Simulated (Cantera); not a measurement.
Cantera run:

```python
import numpy as np
import cantera as ct

gas_names = """
    CL CL2 H HCL H2 Si SiCL SiCL2 SiCL3 SiCL4 SiH SiHCL3 SiH2 SiH2CL2 SiH3 SiH3CL SiH4 Si2 Si3
""".split()
cond_names = """
    Si(cr) Si(L)
""".split()


def load(file, names, dense=False):
    # The tables refer to 1 bar. Condensed volumes are neglected.
    table = {s.name: s for s in ct.Species.list_from_file(file)}
    out = []
    for n in names:
        d = dict(table[n].input_data)
        d["thermo"] = dict(d["thermo"], **{"reference-pressure": 1e5})
        if dense:
            d["equation-of-state"] = {"model": "constant-volume", "density": "1e6 g/cm^3"}
        out.append(ct.Species.from_dict(d))
    return out


gas = ct.Solution(thermo="ideal-gas", species=load("nasa_gas.yaml", gas_names))
cond = {s.name: ct.Solution(thermo="fixed-stoichiometry", species=[s], name=s.name)
        for s in load("nasa_condensed.yaml", cond_names, dense=True)}
atoms = {
    'Si': {'Si': 1},
    'Cl2': {'CL': 2},
    'H2': {'H': 2},
}
top_T = {}  # K; cautious upper limits of use, not melting points


def equilibrate(T, P, feed):
    n = {}
    for name, mol in feed.items():
        for a, k in atoms[name].items():
            n[a] = n.get(a, 0.0) + k * mol
    gas.TPX = T, P, n
    mass = sum(n.values()) * gas.mean_molecular_weight
    gas.equilibrate("TP")
    valid = [c for c in cond.values() if c.min_temp <= T <= top_T.get(c.name, c.max_temp)]
    mix = ct.Mixture([(gas, mass / gas.mean_molecular_weight)] + [(c, 0.0) for c in valid])
    mix.T, mix.P = T, P
    mix.equilibrate("TP", solver="vcs", rtol=1e-11, max_steps=5000)
    return mix


results = []
feed = {'Si': 1, 'Cl2': 2.9, 'H2': 54}  # mol
P = 10000  # Pa
for T in [650, 750, 850, 950, 1050, 1150, 1250, 1350, 1450]:
    mix = equilibrate(T, P, feed)
    results.append((T, P, feed, dict(zip(mix.species_names, mix.species_moles))))
    x = sorted(zip(gas.X, gas.species_names), reverse=True)
    print(f"T = {T:g} K  P = {P:g} Pa  gas = {mix.phase_moles(0):.4g} mol")
    print("   x: " + "  ".join(f"{s} {v:.3e}" for v, s in x if v > 1e-06))
    print("   condensed (mol): " + ("  ".join(f"{mix.phase(i).name} {mix.phase_moles(i):.4g}"
          for i in range(1, mix.n_phases) if mix.phase_moles(i) > 1e-12) or "none"))
```

Output:

```
T = 650 K  P = 10000 Pa  gas = 55.9 mol
   x: H2 9.499e-01  HCL 3.224e-02  SiCL4 1.785e-02  SiHCL3 4.271e-05
   condensed (mol): none
T = 750 K  P = 10000 Pa  gas = 55.9 mol
   x: H2 9.497e-01  HCL 3.243e-02  SiCL4 1.765e-02  SiHCL3 2.340e-04
   condensed (mol): none
T = 850 K  P = 10000 Pa  gas = 55.9 mol
   x: H2 9.491e-01  HCL 3.303e-02  SiCL4 1.707e-02  SiHCL3 8.138e-04  SiCL3 4.729e-06  SiH2CL2 3.413e-06
   condensed (mol): none
T = 950 K  P = 10000 Pa  gas = 55.9 mol
   x: H2 9.478e-01  HCL 3.432e-02  SiCL4 1.580e-02  SiHCL3 2.001e-03  SiCL3 5.743e-05  SiH2CL2 2.571e-05  SiCL2 6.968e-06
   condensed (mol): none
T = 1050 K  P = 10000 Pa  gas = 55.92 mol
   x: H2 9.453e-01  HCL 3.679e-02  SiCL4 1.358e-02  SiHCL3 3.622e-03  SiCL3 3.779e-04  SiCL2 1.905e-04  SiH2CL2 1.101e-04
   condensed (mol): none
T = 1150 K  P = 10000 Pa  gas = 56.05 mol
   x: H2 9.398e-01  HCL 4.238e-02  SiCL4 9.829e-03  SiHCL3 4.426e-03  SiCL2 1.994e-03  SiCL3 1.339e-03  SiH2CL2 2.501e-04  SiH3CL 3.810e-06
   condensed (mol): none
T = 1250 K  P = 10000 Pa  gas = 56.38 mol
   x: H2 9.297e-01  HCL 5.256e-02  SiCL2 7.426e-03  SiCL4 4.796e-03  SiHCL3 3.018e-03  SiCL3 2.231e-03  SiH2CL2 2.585e-04  SiH3CL 6.144e-06  H 1.474e-06
   condensed (mol): none
T = 1350 K  P = 10000 Pa  gas = 56.69 mol
   x: H2 9.202e-01  HCL 6.306e-02  SiCL2 1.215e-02  SiCL3 1.847e-03  SiCL4 1.401e-03  SiHCL3 1.171e-03  SiH2CL2 1.427e-04  H 7.230e-06  SiH3CL 4.948e-06
   condensed (mol): Si(cr) 0.0523
T = 1450 K  P = 10000 Pa  gas = 56.83 mol
   x: H2 9.168e-01  HCL 6.644e-02  SiCL2 1.485e-02  SiCL3 1.133e-03  SiHCL3 3.754e-04  SiCL4 3.156e-04  SiH2CL2 6.913e-05  H 2.864e-05  SiH3CL 3.700e-06  CL 1.690e-06
   condensed (mol): Si(cr) 0.04832
```

Equilibrium computed with Cantera from the NASA thermochemical tables; the gas is ideal and each condensed phase is pure. The tables' values for SiCl3 are old estimates; treat these amounts as uncertain.
